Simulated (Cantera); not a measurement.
Cantera run, input and output.

```python
import numpy as np
import cantera as ct

gas = ct.Solution("gri30.yaml")
gas.TPX = 1125, 500000, {'CH3OH': 1, 'O2': 0.625, 'N2': 2.35}
reactor = ct.IdealGasConstPressureReactor(gas, energy="on", clone=False)
net = ct.ReactorNet([reactor])
net.rtol, net.atol = 1e-08, 1e-16
show = ['CH3OH', 'O2', 'CH4', 'C2H', 'H2', 'H']
times = np.geomspace(2e-06, 0.1, 10)

steps = ct.SolutionArray(gas, extra=["t"])
rows = []
print(f"{'t/s':>10s}{'T/K':>9s}{'P/Pa':>11s}" + "".join(f"{s:>11s}" for s in show))
for t in times:
    while net.time < t:
        t_next = net.step()
        steps.append(gas.state, t=t_next)
    rows.append([np.interp(t, steps.t, y) for y in (steps.T, steps.P, *steps(*show).X.T)])
    print(f"{t:10.3e}{rows[-1][0]:9.1f}{rows[-1][1]:11.4g}" + "".join(f"{x:11.3e}" for x in rows[-1][2:]))
rate = np.gradient(steps.T, steps.t)
print("integrator steps:", len(steps.t))
if steps.T.max() > steps.T[0] + 200:
    print(f"time of steepest temperature rise: {steps.t[rate.argmax()]:.4e} s")
gas.TPX = 1125, 500000, {'CH3OH': 1, 'O2': 0.625, 'N2': 2.35}
gas.equilibrate("HP")
print(f"equilibrium (HP): T = {gas.T:.1f} K  " + "  ".join(f"{s} {gas[s].X[0]:.3e}" for s in show))
```

Output:

```
       t/s      T/K       P/Pa      CH3OH         O2        CH4        C2H         H2          H
 2.000e-06   1125.0      5e+05  2.516e-01  1.572e-01  5.368e-10  1.246e-31  4.935e-09  3.193e-11
 6.655e-06   1125.0      5e+05  2.516e-01  1.572e-01  4.341e-09  4.220e-31  1.752e-08  3.338e-11
 2.214e-05   1125.0      5e+05  2.516e-01  1.572e-01  2.342e-08  1.414e-30  6.089e-08  3.417e-11
 7.368e-05   1125.0      5e+05  2.516e-01  1.572e-01  9.035e-08  4.726e-30  2.071e-07  3.462e-11
 2.452e-04   1125.0      5e+05  2.516e-01  1.572e-01  3.121e-07  1.659e-29  7.096e-07  3.660e-11
 8.158e-04   1125.0      5e+05  2.516e-01  1.572e-01  1.040e-06  1.053e-28  2.757e-06  5.304e-11
 2.714e-03   1125.1      5e+05  2.515e-01  1.572e-01  3.368e-06  2.383e-27  2.143e-05  2.170e-10
 9.032e-03   2154.4      5e+05  6.796e-12  1.940e-07  9.617e-09  6.482e-13  1.739e-01  8.144e-04
 3.005e-02   2154.4      5e+05  3.929e-12  1.934e-07  1.689e-09  8.303e-17  1.739e-01  8.132e-04
 1.000e-01   2154.4      5e+05  3.930e-12  1.933e-07  1.690e-09  8.305e-17  1.739e-01  8.131e-04
integrator steps: 2430
time of steepest temperature rise: 7.9241e-03 s
equilibrium (HP): T = 2154.3 K  CH3OH 4.011e-12  O2 1.932e-07  CH4 1.915e-09  C2H 9.362e-17  H2 1.739e-01  H 8.130e-04
```

Model: GRI-Mech 3.0 (53 species, 325 reactions), integrated in Cantera. GRI-Mech 3.0 was tuned for natural gas; its chemistry of methanol as a main component is partial and can be far from experiment.
